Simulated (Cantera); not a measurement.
A closed system holds: 1 mol LiCl, 0.13 mol HCl, 11 mol H2, at 725 °C.

Method: chemical equilibrium by Gibbs-energy minimisation in Cantera with the NASA 1993 tables (ideal gas, pure condensed phases). Candidate condensed phases: Li, LiCl, LiH; 11 gas species. The numbers say what is thermodynamically allowed, not how fast it happens.

### Question
Which condensed phases are stable at each of these points (P (Pa)): 0.100, 1, 10, 100, 1000, 10000, 100000?

### Answer
```csv
P (Pa),condensed phases,Li condensed (%)
0.100,gas only,0.0
1,gas only,0.0
10,gas only,0.0
100,gas only,0.0
1000,LiCl(l),3.1
10000,LiCl(l),90.8
100000,LiCl(l),99.1
```

From 0.100 Pa to 100 Pa nothing is condensed. From 1000 Pa to 100000 Pa the condensed part is LiCl(l).
